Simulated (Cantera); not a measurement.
What does this Cantera script print?

```python
import numpy as np
import cantera as ct

gas = ct.Solution("gri30.yaml")
gas.TPX = 1200, 13332, {'N2O': 1, 'N2': 0.87}
reactor = ct.IdealGasConstPressureReactor(gas, energy="off", clone=False)
net = ct.ReactorNet([reactor])
net.rtol, net.atol = 1e-08, 1e-18
show = ['N2O', 'O', 'NO', 'N2', 'O2', 'NO2']
times = np.geomspace(0.0005, 40, 12)

steps = ct.SolutionArray(gas, extra=["t"])
rows = []
print(f"{'t/s':>10s}{'T/K':>9s}{'P/Pa':>11s}" + "".join(f"{s:>11s}" for s in show))
for t in times:
    while net.time < t:
        t_next = net.step()
        steps.append(gas.state, t=t_next)
    rows.append([np.interp(t, steps.t, y) for y in (steps.T, steps.P, *steps(*show).X.T)])
    print(f"{t:10.3e}{rows[-1][0]:9.1f}{rows[-1][1]:11.4g}" + "".join(f"{x:11.3e}" for x in rows[-1][2:]))
rate = np.gradient(steps.T, steps.t)
print("integrator steps:", len(steps.t))
if steps.T.max() > steps.T[0] + 200:
    print(f"time of steepest temperature rise: {steps.t[rate.argmax()]:.4e} s")
gas.TPX = 1200, 13332, {'N2O': 1, 'N2': 0.87}
gas.equilibrate("TP")
print(f"equilibrium (TP): T = {gas.T:.1f} K  " + "  ".join(f"{s} {gas[s].X[0]:.3e}" for s in show))
```

Output:

```
       t/s      T/K       P/Pa        N2O          O         NO         N2         O2        NO2
 5.000e-04   1200.0  1.333e+04  5.347e-01  1.814e-06  1.910e-06  4.653e-01  8.150e-06  6.232e-12
 1.395e-03   1200.0  1.333e+04  5.347e-01  1.818e-06  6.011e-06  4.653e-01  2.565e-05  6.159e-11
 3.894e-03   1200.0  1.333e+04  5.345e-01  1.818e-06  1.746e-05  4.654e-01  7.448e-05  5.152e-10
 1.087e-02   1200.0  1.333e+04  5.342e-01  1.818e-06  4.938e-05  4.656e-01  2.107e-04  4.027e-09
 3.033e-02   1200.0  1.333e+04  5.331e-01  1.818e-06  1.383e-04  4.662e-01  5.902e-04  2.959e-08
 8.465e-02   1200.0  1.333e+04  5.301e-01  1.818e-06  3.852e-04  4.679e-01  1.644e-03  1.940e-07
 2.363e-01   1200.0  1.333e+04  5.219e-01  1.816e-06  1.065e-03  4.725e-01  4.548e-03  1.004e-06
 6.594e-01   1200.0  1.333e+04  4.998e-01  1.811e-06  2.891e-03  4.850e-01  1.236e-02  3.710e-06
 1.840e+00   1200.0  1.333e+04  4.438e-01  1.796e-06  7.494e-03  5.166e-01  3.212e-02  1.073e-05
 5.136e+00   1200.0  1.333e+04  3.235e-01  1.747e-06  1.731e-02  5.845e-01  7.467e-02  2.604e-05
 1.433e+01   1200.0  1.333e+04  1.456e-01  1.562e-06  3.135e-02  6.852e-01  1.378e-01  4.900e-05
 4.000e+01   1200.0  1.333e+04  2.419e-02  8.128e-07  3.946e-02  7.546e-01  1.816e-01  6.646e-05
integrator steps: 786
equilibrium (TP): T = 1200.0 K  N2O 5.046e-09  O 3.172e-08  NO 1.972e-04  N2 7.889e-01  O2 2.109e-01  NO2 1.215e-06
```

Model: GRI-Mech 3.0 (53 species, 325 reactions), integrated in Cantera. GRI-Mech 3.0 was tuned for natural gas; its chemistry of N2O as a main component is partial and can be far from experiment. The mechanism lacks the step 2 NO + O2 → 2 NO2, which can matter for NO2 below about 1400 K. The temperature is held fixed by assumption; the heat of reaction is taken as removed at once.
